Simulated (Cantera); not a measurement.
Cantera run:

```python
import numpy as np
import cantera as ct

gas_names = [...]  # 151 gases of nasa_gas.yaml made of C, H, N, O, Si
cond_names = """
    C(gr) C6H6(L) C7H8(L) C8H18(L),n-octa H2O(s) H2O(L) Si(cr) Si(L) SiC(b) SiO2(Lqz) SiO2(hqz) SiO2(L)
    Si2N2O(s) Si3N4(a)
""".split()


# ... load() reads the species with a 1 bar reference pressure and builds the phases ...
atoms = {
    'SiC': {'Si': 1, 'C': 1},
    'H2O': {'H': 2, 'O': 1},
    'N2': {'N': 2},
}
top_T = {'C(gr)': 4500, 'SiC(b)': 3050, 'Si2N2O(s)': 2100, 'Si3N4(a)': 2400}  # K; cautious upper limits of use, not melting points


# ... equilibrate(T, P, feed) seeds the gas with the atoms and calls Mixture.equilibrate('TP', solver="vcs", rtol=1e-11, max_steps=5000) ...
results = []
feed = {'SiC': 1, 'H2O': 0.043, 'N2': 300}  # mol
T = 1375  # K
P = 0.95  # Pa
mix = equilibrate(T, P, feed)
results.append((T, P, feed, dict(zip(mix.species_names, mix.species_moles))))
print(gas.report(threshold=1e-05))
for i in range(1, mix.n_phases):
    print(f"{mix.phase(i).name:16s} {mix.phase_moles(i):12.5e} mol")
```

It prints:

```
       temperature   1375 K
          pressure   0.95 Pa
           density   2.3277e-06 kg/m^3
  mean mol. weight   28.011 kg/kmol
   phase of matter   gas

                          1 kg             1 kmol
                     ---------------   ---------------
          enthalpy        1.2152e+06        3.4039e+07  J
   internal energy        8.0706e+05        2.2607e+07  J
           entropy             11960        3.3502e+05  J/K
    Gibbs function        -1.523e+07       -4.2661e+08  J
 heat capacity c_p            1225.8             34337  J/K
 heat capacity c_v            928.99             26022  J/K

                      mass frac. Y      mole frac. X     chem. pot. / RT
                     ---------------   ---------------   ---------------
                CO        7.4267e-05         7.427e-05           -57.237
                 H        4.6776e-07        1.2998e-05           -19.407
                H2        9.8391e-06        0.00013671           -38.815
                N2            0.9998            0.9997           -37.313
               SiO        0.00010862        6.9021e-05             -58.3
     [ +146 minor]        5.6131e-06        5.5723e-06

C(gr)             0.00000e+00 mol
Si(cr)            0.00000e+00 mol
SiC(b)            9.77662e-01 mol
SiO2(hqz)         0.00000e+00 mol
Si2N2O(s)         0.00000e+00 mol
Si3N4(a)          0.00000e+00 mol
```

These are equilibrium values from Cantera (NASA tables, ideal gas, pure condensed phases), not measurements of a reactor.
